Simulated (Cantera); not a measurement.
Input: 1 mol H2O, 0.076 mol O2, 1.3 mol H2, held at 1148 K and 7.50 bar.

Equilibrium computed with Cantera from the NASA thermochemical tables; the gas is ideal and each condensed phase is pure. Candidate condensed phases: H2O; 9 gas species. The numbers say what is thermodynamically allowed, not how fast it happens.

Base state: H2O 0.501, H2 0.499 (mole fractions); condensed: gas only.

### Question
What changes in the equilibrium state with this change: temperature from 1148 K to 3125 K?

### Answer
```tsv
species	before	after
H2	0.499	0.463
H2O	0.501	0.457
H	1.85e-8	0.0567
OH	<1e-9	0.0204
O	<1e-9	0.00151
O2	<1e-9	0.000585
```
